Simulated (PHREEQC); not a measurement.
Dissolve 15 mmol/kgw CaCl2, 4.7 mmol/kgw CO2 and 44 mmol/kgw KCl at 25 °C. Closed to the air; pH follows from the charge balance.

Model: ion-association model, phreeqc.dat, run in PHREEQC.

No solid was allowed to form.

### Question
Predict the pH.

### Answer
pH 4.31.

### Question
In which forms is C present?

### Answer
CO2 99 %, HCO3- 1.2 % of the C.

Complexes and solids missing from the database can't appear.
